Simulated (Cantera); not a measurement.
Input: 1 mol SiH4, 0.099 mol C2H2, 45 mol H2, at 0.100 bar.

These are equilibrium values from Cantera (NASA tables, ideal gas, pure condensed phases), not measurements of a reactor. Candidate condensed phases: C, C6H6, C7H8, C8H18, Si, SiC; 87 gas species. Mutual solubility and eutectic melting of coexisting phases are not modelled. Gases not in the tables: Si2H6 and higher silanes. The numbers say what is thermodynamically allowed, not how fast it happens.

Over these rows the condensed part is Si(l) + SiC(s). Partial pressures as log10 of bar:

| T (K) | 1000/T (1/K) | log p Si2C | log p H2 |
|---|---|---|---|
| 1925 | 0.5195 | -6.46 | -1.00 |
| 1975 | 0.5063 | -6.10 | -1.00 |
| 2025 | 0.4938 | -5.75 | -1.00 |
| 2075 | 0.4819 | ? | -1.00 |
| 2125 | 0.4706 | -5.11 | -1.01 |
| 2175 | 0.4598 | -4.81 | -1.01 |

Q: Fit log p(Si2C) = a + b·(1000/T) to the five rows, give the apparent enthalpy, and predict the row at 2075 K.

A: Means: 1000/T = 0.4900, log p = -5.646. Sxy = -0.067454, Sxx = 0.0024388, so b = -27.66 and a = -5.646 − (-27.66)×0.4900 = 7.91.
Apparent enthalpy: −19.145 × (-27.66) = 530 kJ/mol. The condensed phases alone fix this pressure, through Si(l) + SiC(s) = Si2C(g), so the slope is that reaction's ΔH° and the other gases don't enter. The five rows lie within 0.01 of the line.
Prediction at 2075 K: 7.91 + (-27.66)×0.4819 = -5.42. The computed value is -5.42, 0.00 from the line.
